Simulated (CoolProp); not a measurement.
Saturated liquid density (kg/m³) of C2F6 (R116): the reference equation beside estimates from Tc = 19.9 °C, pc = 3048 kPa, ω = 0.257. Rackett uses Z = 0.29056 − 0.08775 ω.

Model: reference Helmholtz-energy equation of state, Lemmon 2006, in CoolProp. It is a short technical equation, of lower accuracy than the large ones.

```csv
T (°C),reference,Rackett,Soave-Redlich-Kwong,Peng-Robinson
-90.25,1657,1743,1587,1792
-84.75,1634,1718,1564,1767
-79.15,1610,1692,1539,1741
-73.65,1585,…,1514,1713
-68.15,1560,1639,1488,1684
-62.55,1534,1610,1459,1653
-57.05,…,1582,1430,1621
-51.55,1480,1552,1399,1587
-46.05,1451,…,1366,1550
-40.45,1421,1489,1331,1511
-34.95,1390,1456,…,1469
-29.45,…,1421,…,1424
-23.85,1322,1384,1212,1375
-18.35,1284,1344,1166,1323
-12.85,1244,1302,1117,1266
```

**Question.** What belongs in the gaps?

**Answer.** 
- -73.65, Rackett: 1665
- -57.05, reference: 1507
- -46.05, Rackett: 1522
- -34.95, Soave-Redlich-Kwong: 1294
- -29.45, reference: 1357
- -29.45, Soave-Redlich-Kwong: 1255

Absolute difference from the reference over all 15 rows, mean and median: Rackett 4.9 and 4.9 %, Soave-Redlich-Kwong 6.1 and 5.5 %, Peng-Robinson 6.4 and 7.2 %.
